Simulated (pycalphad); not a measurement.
Effect of Mg content in Al-Mn-Mg-Si

CALPHAD calculation (pycalphad, COST 507 light-alloy database (1999)), 1 atm. The database dates from 1999; later assessments differ in places, in temperatures and in the compounds included. The system is extrapolated from its subsystems; higher-order compounds may be missing. Amounts are mole fractions of atoms.

```
alloy                             liquidus (K)  first solid  solidus (K)                                             phases at 610 K
--------------------------------  ------------  -----------  -----------  ----------------------------------------------------------
Al-2.14Mn-3.59Mg-11.69Si (at.%)            [?]          [?]          830                                                         [?]
Al-2.14Mn-7.18Mg-11.69Si (at.%)           1009  ALMNSI_BETA          830  fcc 0.70, ALMNSI_ALPHA 0.12, MG2SI 0.11, diamond (Si) 0.07
Al-2.14Mn-10.78Mg-11.69Si (at.%)          1025  ALMNSI_BETA          830  fcc 0.67, MG2SI 0.16, ALMNSI_ALPHA 0.12, diamond (Si) 0.05
Al-2.14Mn-14.37Mg-11.69Si (at.%)          1041  ALMNSI_BETA          830  fcc 0.63, MG2SI 0.21, ALMNSI_ALPHA 0.12, diamond (Si) 0.03
```

Task: Complete the blanks.

Result: 
- Al-2.14Mn-3.59Mg-11.69Si (at.%), liquidus (K): 996
- Al-2.14Mn-3.59Mg-11.69Si (at.%), first solid: ALMNSI_ALPHA
- Al-2.14Mn-3.59Mg-11.69Si (at.%), phases at 610 K: fcc 0.74, ALMNSI_ALPHA 0.12, diamond (Si) 0.08, MG2SI 0.05

Database names, with the compositions (at.%) that they take in these runs: ALMNSI_ALPHA: Al 70-72 Mn 17 Si 10-13; MG2SI: Mg 67 Si 33; ALMNSI_BETA: Al 63 Mn 23 Si 13.
